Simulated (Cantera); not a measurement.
A perfectly stirred reactor is fed with H2 : O2 = 0.18 : 1 (molar parts), at 0.0267 bar; it is held at 1225 K, and followed from long to short residence time.

Computed with Cantera and the H2/O2 subset of GRI-Mech 3.0, which has no nitrogen chemistry. Radical loss at walls, strong at low pressure, is not modelled. The temperature is held fixed by assumption; the heat of reaction is taken as removed at once.

**Question.** What does this change do: O2 1 to 0.54 parts?

**Answer.** 
| quantity | before | after |
|---|---|---|
| x(H2) at τ = 0.430 s | 0.000485 | 0.000809 |
| x(O2) at τ = 0.430 s | 0.832 | 0.711 |
| x(O) at τ = 0.430 s | 0.00235 | 0.00214 |
| x(H2O) at τ = 0.430 s | 0.163 | 0.283 |
| x(H2O2) at τ = 0.430 s | 3.44e-7 | 5.98e-7 |
| x(H2) at τ = 51.0 ms | 0.00178 | 0.00306 |
| x(O2) at τ = 51.0 ms | 0.824 | 0.704 |
| x(O) at τ = 51.0 ms | 0.00914 | 0.00853 |
| x(H2O) at τ = 51.0 ms | 0.159 | 0.276 |
| x(H2O2) at τ = 51.0 ms | 5.29e-7 | 9.38e-7 |

**Question.** What does this change do: temperature 1225 to 1400 K?

**Answer.** 
| quantity | before | after |
|---|---|---|
| x(H2) at τ = 0.430 s | 0.000485 | 0.000459 |
| x(O2) at τ = 0.430 s | 0.832 | 0.829 |
| x(O) at τ = 0.430 s | 0.00235 | 0.00389 |
| x(H2O) at τ = 0.430 s | 0.163 | 0.162 |
| x(H2O2) at τ = 0.430 s | 3.44e-7 | 1.43e-7 |
| x(H2) at τ = 51.0 ms | 0.00178 | 0.00172 |
| x(O2) at τ = 51.0 ms | 0.824 | 0.817 |
| x(O) at τ = 51.0 ms | 0.00914 | 0.0151 |
| x(H2O) at τ = 51.0 ms | 0.159 | 0.156 |
| x(H2O2) at τ = 51.0 ms | 5.29e-7 | 2.51e-7 |

**Question.** What does this change do: O2 1 to 10 parts?

**Answer.** 
```csv
quantity,before,after
x(H2) at τ = 0.430 s,0.000485,7.76e-5
x(O2) at τ = 0.430 s,0.832,0.980
x(O) at τ = 0.430 s,0.00235,0.00202
x(H2O) at τ = 0.430 s,0.163,0.0174
x(H2O2) at τ = 0.430 s,3.44e-7,4.62e-8
x(H2) at τ = 51.0 ms,0.00178,0.000266
x(O2) at τ = 51.0 ms,0.824,0.975
x(O) at τ = 51.0 ms,0.00914,0.00607
x(H2O) at τ = 51.0 ms,0.159,0.0168
x(H2O2) at τ = 51.0 ms,5.29e-7,6.81e-8
```
